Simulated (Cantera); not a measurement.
A closed system holds: 1 mol B, 0.011 mol Cl2, 1.7 mol O2, held at 1700 K and 34000 Pa.

Method: chemical equilibrium by Gibbs-energy minimisation in Cantera with the NASA 1993 tables (ideal gas, pure condensed phases). Candidate condensed phases: B, B2O3; 18 gas species. The tables' values for BOCl are old estimates; treat these amounts as uncertain. Rates play no part.

Base state: O2 0.977, Cl 0.0170, Cl2 0.00265, B2O3 0.00230, BO2 0.000528, ClO 0.000192, BOCl 0.000183, O 7.58e-5 (mole fractions); condensed: B2O3(l).

**Question.** What changes in the equilibrium state with this change: temperature from 1700 K to 1375 K?

**Answer.** 
```json
[
 {"species": "O2", "before": "0.977", "after": "0.987"},
 {"species": "Cl2", "before": "0.00265", "after": "0.00944"},
 {"species": "Cl", "before": "0.0170", "after": "0.00389"},
 {"species": "B2O3", "before": "0.00230", "after": "3.87e-6"},
 {"species": "BO2", "before": "0.000528", "after": "2.24e-6"},
 {"species": "BOCl", "before": "0.000183", "after": "2.57e-6"},
 {"species": "B2O3(l), mol", "before": "0.497", "after": "0.500"}
]
```

**Question.** What changes in the equilibrium state with this change: temperature from 1700 K to 1350 K?

**Answer.** 
```json
[
 {"species": "O2", "before": "0.977", "after": "0.987"},
 {"species": "Cl2", "before": "0.00265", "after": "0.00978"},
 {"species": "Cl", "before": "0.0170", "after": "0.00323"},
 {"species": "B2O3", "before": "0.00230", "after": "2.07e-6"},
 {"species": "BO2", "before": "0.000528", "after": "1.32e-6"},
 {"species": "BOCl", "before": "0.000183", "after": "1.62e-6"},
 {"species": "O", "before": "7.58e-5", "after": "7.19e-7"},
 {"species": "B2O3(l), mol", "before": "0.497", "after": "0.500"}
]
```
